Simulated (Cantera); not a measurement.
A freely propagating, adiabatic, planar premixed flame of CH₄ : O₂ : N₂ = 1 : 1.54 : 6.46 (molar parts), equivalence ratio 1.3, unburnt at 625 K and 0.740 atm; mixture-averaged transport, grid criteria slope 0.08 and curve 0.16, no radiation.

Computed with Cantera and GRI-Mech 3.0 (53 species, 325 reactions). Burning velocities carry a grid error of a few per cent, more on coarse grids.

### Question
Predict: laminar burning velocity; thermal thickness; peak x(H₂); peak x(O); peak x(CH₂O).

### Answer
laminar burning velocity: 98.6 cm/s
thermal thickness: 0.528 mm
peak x(H₂): 0.0450
peak x(O): 0.000895
peak x(CH₂O): 0.00106
